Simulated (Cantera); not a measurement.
SiCl4 + NH3 + H2 (silicon nitride deposition)

A closed system holds: 1 mol SiCl4, 3.4 mol NH3, 3.2 mol H2.

Method: chemical equilibrium by Gibbs-energy minimisation in Cantera with the NASA 1993 tables (ideal gas, pure condensed phases). Candidate condensed phases: NH4Cl, Si, Si3N4; 28 gas species. The tables' values for SiCl3 are old estimates. The numbers say what is thermodynamically allowed, not how fast it happens.

Stable condensed phases:

```
T in K \ P in Pa
              5     13     36     98    260    710   1900   5100  14000  37000 100000
   2075       A      A      A      A      A      A      A      A      A      A      A
   2025       A      A      A      A      A      A      A      A      A      A      A
   1975       A      A      A      A      A      A      A      A      A      A      A
   1925       A      A      A      A      A      A      A      A      A      A      B
   1875       A      A      A      A      A      A      A      A      A      A      B
   1825       A      A      A      A      A      A      A      A      A      B      B
   1775       A      A      A      A      A      A      A      A      B      B      B
   1725       A      A      A      A      A      A      A      B      B      B      B
   1675       A      A      A      A      A      A      A      B      B      B      B
   1625       A      A      A      A      A      A      B      B      B      B      B
   1575       A      A      A      A      A      B      B      B      B      B      B
```

A: gas only; B: Si3N4.
